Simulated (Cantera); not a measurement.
A closed system holds: 1 mol toluene, 0.052 mol NH3, 41 mol H2, 0.23 mol O2, held at 420 Pa.

Method: chemical equilibrium by Gibbs-energy minimisation in Cantera with the NASA 1993 tables (ideal gas, pure condensed phases). Candidate condensed phases: C, C6H6, C7H8, C8H18, H2O; 136 gas species. Rates play no part.

x: gas mole fraction; n: condensed amount in mol.

| T (°C) | x H | x H2 | x C3 | x C2H2 (acetylene) | x CO | n C(graphite) |
|---|---|---|---|---|---|---|
| 2452 | 0.595 | 0.382 | 0.00291 | 0.00984 | 0.00704 | 4.30 |
| 2477 | 0.625 | 0.350 | 0.00402 | 0.00986 | 0.00688 | 3.94 |
| 2502 | 0.653 | 0.320 | 0.00551 | 0.00980 | 0.00671 | 3.47 |
| 2527 | 0.680 | 0.290 | 0.00752 | 0.00968 | 0.00655 | 2.86 |
| 2552 | 0.705 | 0.262 | 0.0102 | 0.00949 | 0.00639 | 2.05 |
| 2577 | 0.727 | 0.235 | 0.0138 | 0.00923 | 0.00622 | 0.982 |
| 2602 | 0.748 | 0.210 | 0.0171 | (withheld) | 0.00607 | 0 |
| 2627 | 0.770 | 0.189 | 0.0174 | (withheld) | 0.00595 | 0 |
| 2652 | 0.790 | 0.169 | 0.0176 | (withheld) | 0.00584 | 0 |
| 2677 | 0.809 | 0.151 | 0.0176 | (withheld) | 0.00573 | 0 |

Task: Fill in the missing entries.

Result: 
- 2602, x C2H2 (acetylene): 0.00850
- 2627, x C2H2 (acetylene): 0.00690
- 2652, x C2H2 (acetylene): 0.00556
- 2677, x C2H2 (acetylene): 0.00445
